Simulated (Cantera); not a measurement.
Cantera run, input and output.

```python
import numpy as np
import cantera as ct

gas = ct.Solution("gri30.yaml")
gas.TPX = 1400, 20000, {'CH4': 1, 'O2': 3.03, 'N2': 11.4}
reactor = ct.IdealGasReactor(gas, energy="on", clone=False)
net = ct.ReactorNet([reactor])
net.rtol, net.atol = 1e-08, 1e-16
show = ['CH4', 'O2', 'NO', 'CH2O', 'HCN', 'HCO', 'OH']
times = np.geomspace(2e-06, 0.4, 12)

steps = ct.SolutionArray(gas, extra=["t"])
rows = []
print(f"{'t/s':>10s}{'T/K':>9s}{'P/Pa':>11s}" + "".join(f"{s:>11s}" for s in show))
for t in times:
    while net.time < t:
        t_next = net.step()
        steps.append(gas.state, t=t_next)
    rows.append([np.interp(t, steps.t, y) for y in (steps.T, steps.P, *steps(*show).X.T)])
    print(f"{t:10.3e}{rows[-1][0]:9.1f}{rows[-1][1]:11.4g}" + "".join(f"{x:11.3e}" for x in rows[-1][2:]))
rate = np.gradient(steps.T, steps.t)
print("integrator steps:", len(steps.t))
if steps.T.max() > steps.T[0] + 200:
    print(f"time of steepest temperature rise: {steps.t[rate.argmax()]:.4e} s")
gas.TPX = 1400, 20000, {'CH4': 1, 'O2': 3.03, 'N2': 11.4}
gas.equilibrate("UV")
print(f"equilibrium (UV): T = {gas.T:.1f} K  " + "  ".join(f"{s} {gas[s].X[0]:.3e}" for s in show))
```

Result:

```
       t/s      T/K       P/Pa        CH4         O2         NO       CH2O        HCN        HCO         OH
 2.000e-06   1400.0      2e+04  6.481e-02  1.964e-01  1.959e-20  4.403e-12  2.378e-23  1.513e-17  1.100e-10
 6.067e-06   1400.0      2e+04  6.481e-02  1.964e-01  3.922e-19  4.574e-11  2.328e-22  1.833e-16  5.535e-10
 1.840e-05   1400.0      2e+04  6.481e-02  1.964e-01  4.008e-18  4.738e-10  2.349e-21  2.006e-15  1.200e-09
 5.582e-05   1400.0      2e+04  6.481e-02  1.964e-01  1.997e-17  4.800e-09  2.353e-20  2.081e-14  1.745e-09
 1.693e-04   1400.0      2e+04  6.481e-02  1.964e-01  9.071e-17  4.866e-08  2.355e-19  2.170e-13  3.728e-09
 5.136e-04   1400.0      2e+04  6.481e-02  1.964e-01  5.626e-16  5.574e-07  2.655e-18  2.704e-12  1.200e-08
 1.558e-03   1400.0      2e+04  6.478e-02  1.964e-01  6.339e-15  8.816e-06  4.674e-17  6.161e-11  5.861e-08
 4.725e-03   1401.8  2.003e+04  6.433e-02  1.961e-01  1.588e-13  2.061e-04  5.230e-15  5.621e-09  5.733e-07
 1.433e-02   2603.9  3.819e+04  1.163e-17  6.590e-02  5.641e-03  1.810e-11  3.237e-11  4.350e-09  1.958e-02
 4.347e-02   2594.7  3.803e+04  1.153e-17  6.219e-02  1.386e-02  1.768e-11  5.751e-11  4.153e-09  1.882e-02
 1.319e-01   2594.6  3.802e+04  1.152e-17  6.212e-02  1.401e-02  1.768e-11  5.795e-11  4.149e-09  1.880e-02
 4.000e-01   2594.6  3.802e+04  1.152e-17  6.212e-02  1.401e-02  1.768e-11  5.795e-11  4.149e-09  1.880e-02
integrator steps: 1842
time of steepest temperature rise: 9.4070e-03 s
equilibrium (UV): T = 2594.6 K  CH4 1.645e-17  O2 6.212e-02  NO 1.401e-02  CH2O 1.768e-11  HCN 5.795e-11  HCO 4.149e-09  OH 1.880e-02
```

Detailed kinetics in Cantera: GRI-Mech 3.0 (53 species, 325 reactions).
